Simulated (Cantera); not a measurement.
Input (Python, Cantera):

```python
import numpy as np
import cantera as ct

gas = ct.Solution("gri30.yaml")
gas.TPX = 1523, 1200000, {'CH4': 1, 'CO2': 0.36}
inlet = ct.Reservoir(gas, clone=True)

reactor = ct.IdealGasConstPressureReactor(gas, energy="off", clone=False)
exhaust = ct.Reservoir(gas, clone=True)
tau = [7.1, 1.7, 0.41, 0.097, 0.023, 0.0056, 0.0013][0]
for a, b in ((inlet, reactor), (reactor, exhaust)):
    ct.MassFlowController(a, b, mdot=lambda t: reactor.mass / tau)
net = ct.ReactorNet([reactor])
show = ['CH4', 'CO2', 'CH2CO', 'C2H', 'O2']

rows = []
print(f"{'tau/s':>10s}{'T/K':>9s}" + "".join(f"{s:>11s}" for s in show))
for tau in [7.1, 1.7, 0.41, 0.097, 0.023, 0.0056, 0.0013]:
    net.initial_time = 0.0
    net.advance(30 * tau)
    before = gas.X
    net.advance(40 * tau)
    drift = np.max(np.abs(gas.X - before) / (gas.X + 1e-9))
    rows.append([gas.T, *gas[show].X, drift])
    print(f"{tau:10.3e}{gas.T:9.1f}" + "".join(f"{x:11.3e}" for x in gas[show].X))
```

Result:

```
     tau/s      T/K        CH4        CO2      CH2CO        C2H         O2
 7.100e+00   1523.0  2.732e-01  2.374e-02  9.076e-06  1.066e-09  1.055e-14
 1.700e+00   1523.0  2.803e-01  3.964e-02  1.438e-05  1.681e-09  2.814e-14
 4.100e-01   1523.0  3.008e-01  6.736e-02  1.775e-05  2.051e-09  5.538e-14
 9.700e-02   1523.0  3.908e-01  1.384e-01  1.027e-05  1.562e-09  8.344e-14
 2.300e-02   1523.0  5.588e-01  2.232e-01  1.962e-06  7.186e-10  5.794e-14
 5.600e-03   1523.0  6.757e-01  2.558e-01  1.706e-07  1.876e-10  1.485e-14
 1.300e-03   1523.0  7.220e-01  2.636e-01  5.712e-09  1.501e-11  1.381e-15
```

Model: GRI-Mech 3.0 (53 species, 325 reactions), integrated in Cantera. GRI-Mech 3.0 stops at C3 and has no aromatics, soot or wall deposition, so with more carbon than oxygen in the feed, carbon stays in small species such as C2H2 where larger ones or solid carbon would form. The pressure lies above the range GRI-Mech 3.0 was tuned for (to about 10 atm).
